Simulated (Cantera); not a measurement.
Cantera run, input and output.

```python
import numpy as np
import cantera as ct

gas = ct.Solution("gri30.yaml")
gas.TPX = 1125, 110000, {'C3H8': 1, 'H2': 89, 'H2O': 3.1}
reactor = ct.IdealGasConstPressureReactor(gas, energy="off", clone=False)
net = ct.ReactorNet([reactor])
net.rtol, net.atol = 1e-08, 1e-18
show = ['C3H8', 'H2', 'C2H2', 'CH3', 'CH2', 'C2H4', 'C2H6']
times = np.geomspace(0.0001, 70, 13)

steps = ct.SolutionArray(gas, extra=["t"])
rows = []
print(f"{'t/s':>10s}{'T/K':>9s}{'P/Pa':>11s}" + "".join(f"{s:>11s}" for s in show))
for t in times:
    while net.time < t:
        t_next = net.step()
        steps.append(gas.state, t=t_next)
    rows.append([np.interp(t, steps.t, y) for y in (steps.T, steps.P, *steps(*show).X.T)])
    print(f"{t:10.3e}{rows[-1][0]:9.1f}{rows[-1][1]:11.4g}" + "".join(f"{x:11.3e}" for x in rows[-1][2:]))
rate = np.gradient(steps.T, steps.t)
print("integrator steps:", len(steps.t))
if steps.T.max() > steps.T[0] + 200:
    print(f"time of steepest temperature rise: {steps.t[rate.argmax()]:.4e} s")
gas.TPX = 1125, 110000, {'C3H8': 1, 'H2': 89, 'H2O': 3.1}
gas.equilibrate("TP")
print(f"equilibrium (TP): T = {gas.T:.1f} K  " + "  ".join(f"{s} {gas[s].X[0]:.3e}" for s in show))
```

Output:

```
       t/s      T/K       P/Pa       C3H8         H2       C2H2        CH3        CH2       C2H4       C2H6
 1.000e-04   1125.0    1.1e+05  1.073e-02  9.560e-01  1.098e-11  7.124e-07  1.615e-13  9.881e-06  3.422e-07
 3.070e-04   1125.0    1.1e+05  1.065e-02  9.559e-01  9.484e-10  2.062e-06  1.404e-12  9.154e-05  1.176e-06
 9.423e-04   1125.0    1.1e+05  1.008e-02  9.553e-01  4.939e-08  3.760e-06  4.889e-12  6.451e-04  6.341e-06
 2.893e-03   1125.0    1.1e+05  8.156e-03  9.535e-01  8.641e-07  3.292e-06  4.338e-12  2.501e-03  5.369e-05
 8.879e-03   1125.0    1.1e+05  4.512e-03  9.500e-01  6.823e-06  1.781e-06  1.878e-12  5.785e-03  3.435e-04
 2.726e-02   1125.0    1.1e+05  1.239e-03  9.468e-01  2.708e-05  5.362e-07  3.345e-13  8.069e-03  1.190e-03
 8.367e-02   1125.0    1.1e+05  1.258e-04  9.455e-01  6.094e-05  2.095e-07  7.977e-14  7.963e-03  2.220e-03
 2.568e-01   1125.0    1.1e+05  8.811e-07  9.450e-01  1.098e-04  2.019e-07  7.387e-14  7.115e-03  2.772e-03
 7.884e-01   1125.0    1.1e+05  4.619e-07  9.438e-01  1.437e-04  2.282e-07  8.069e-14  6.248e-03  2.504e-03
 2.420e+00   1125.0    1.1e+05  4.023e-07  9.413e-01  1.116e-04  2.702e-07  8.561e-14  4.535e-03  1.813e-03
 7.429e+00   1125.0    1.1e+05  2.056e-07  9.377e-01  5.339e-05  2.755e-07  6.653e-14  2.184e-03  8.708e-04
 2.280e+01   1125.0    1.1e+05  4.401e-08  9.354e-01  1.505e-05  1.868e-07  2.612e-14  6.210e-04  2.461e-04
 7.000e+01   1125.0    1.1e+05  3.361e-09  9.346e-01  2.112e-06  7.780e-08  4.314e-15  8.605e-05  3.327e-05
integrator steps: 1307
equilibrium (TP): T = 1125.0 K  C3H8 2.074e-13  H2 9.621e-01  C2H2 1.087e-09  CH3 5.174e-09  CH2 9.491e-17  C2H4 4.835e-08  C2H6 2.023e-08
```

Model: GRI-Mech 3.0 (53 species, 325 reactions), integrated in Cantera. GRI-Mech 3.0 was tuned for natural gas; its chemistry of propane as a main component is partial and can be far from experiment.
